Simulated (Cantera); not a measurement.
A closed system holds: 1 mol SiC, 0.044 mol N₂O, 5.2 mol H₂, equilibrated at 852 °C and 24.0 Torr.

Equilibrium computed with Cantera from the NASA thermochemical tables; the gas is ideal and each condensed phase is pure. Candidate condensed phases: C, C₆H₆, C₇H₈, C₈H₁₈, H₂O, Si, SiC, SiO₂, Si₂N₂O, Si₃N₄; 151 gas species. Mutual solubility and eutectic melting of coexisting phases are not modelled. Equilibrium is a limit: real reactors are often held back by kinetics, nucleation or transport.

Base state: H₂ 0.999, CH₄ 0.000922 (mole fractions); condensed: C(graphite) + SiC(s) + Si₂N₂O(s).

Q: What changes in the equilibrium state with this change: temperature from 852 °C to 1252 °C?

A: 
```tsv
species	before	after
H₂	0.999	0.988
N₂	6.27e-6	0.00584
CO	6.30e-6	0.00542
SiO	1.50e-9	0.000422
H	2.48e-7	0.000131
HCN	7.68e-8	1.60e-5
CH₄	0.000922	1.19e-5
C(graphite), mol	0.0831	0
SiC(s), mol	0.912	0.971
Si₂N₂O(s), mol	0.0440	0.0132
```

Q: What changes in the equilibrium state with this change: temperature from 852 °C to 1575 °C?

A: 
```
species            before    after
----------------  -------  -------
H₂                  0.999    0.980
N₂                6.27e-6  0.00828
CO                6.30e-6  0.00417
SiO               1.50e-9  0.00413
Si                  <1e-9  7.30e-5
SiH₂                <1e-9  1.52e-5
SiH                 <1e-9  1.29e-5
C(graphite), mol   0.0831        0
SiC(s), mol         0.912    0.978
Si₂N₂O(s), mol     0.0440        0
```
Gases not in the tables: Si₂H₆ and higher silanes.

Q: What changes in the equilibrium state with this change: N₂O from 0.044 to 2.1 mol?

A: 
| species | before | after |
|---|---|---|
| H₂ | 0.999 | 0.696 |
| N₂ | 6.27e-6 | 0.277 |
| CO | 6.30e-6 | 0.0263 |
| H₂O | 1.30e-8 | 3.76e-5 |
| HCN | 7.68e-8 | 1.35e-5 |
| C(graphite), mol | 0.0831 | 0.801 |
| SiC(s), mol | 0.912 | 0 |
| Si₂N₂O(s), mol | 0.0440 | 0.0321 |
| SiO₂(β-quartz), mol | 0 | 0.936 |
